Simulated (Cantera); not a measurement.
# Gas activation for diamond growth

A perfectly stirred reactor is fed with CH4 : H2 : O2 = 0.019 : 1 : 0.01 (molar parts), equivalence ratio 54, at 20.0 Torr; it is held at 2750 K, and followed from long to short residence time.

Model: GRI-Mech 3.0 (53 species, 325 reactions), integrated in Cantera. Radical loss at walls, strong at low pressure, is not modelled.

```tsv
τ (s)	x CH4	x H2	x O2	x CH2O	x OH	x CH3
29	6.82e-9	0.646	1.38e-8	1.17e-10	9.28e-5	5.66e-8
7.0	2.95e-8	0.649	1.75e-8	1.60e-10	9.23e-5	2.43e-7
1.7	1.45e-7	0.660	3.31e-8	3.63e-10	9.07e-5	1.14e-6
0.40	1.17e-6	0.701	1.16e-7	1.68e-9	8.65e-5	7.70e-6
0.097	1.80e-5	0.801	7.33e-7	1.46e-8	9.96e-5	6.77e-5
0.023	0.000211	0.885	6.15e-6	1.27e-7	0.000156	0.000378
0.0056	0.000952	0.913	3.89e-5	5.28e-7	0.000210	0.00109
0.0013	0.00314	0.926	0.000228	1.40e-6	0.000210	0.00256
```
x: mole fraction; the columns are a selection and need not sum to one.
